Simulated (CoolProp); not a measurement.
Vapour pressure (bar) of dimethyl ether: the reference equation beside estimates from Tc = 127.2 °C, pc = 53.37 bar, ω = 0.196.

The numbers come from the reference Helmholtz-energy equation of state, Wu 2011 in CoolProp.

```tsv
T (°C)	reference	van der Waals	Redlich-Kwong	Peng-Robinson
7.55	3.447	10.78	4.728	3.436
16.05	4.519	12.53	6.048	4.504
24.55	5.826	14.45	7.613	5.807
33.05	7.396	16.56	9.443	7.378
41.55	9.261	18.85	11.56	9.249
50.05	11.45	21.33	13.99	11.45
58.55	14.00	24.00	16.74	14.03
67.05	16.95	26.88	19.85	17.01
75.55	20.34	29.96	23.32	20.44
83.95	24.15	33.22	27.13	24.30
92.45	28.52	36.72	31.39	28.74
100.95	33.48	40.44	36.07	33.75
109.45	39.08	44.39	41.18	39.38
```

Absolute difference from the reference over all 13 rows, mean and median: van der Waals 86.9 and 71.4 %, Redlich-Kwong 20.2 and 19.6 %, Peng-Robinson 0.4 and 0.3 %.
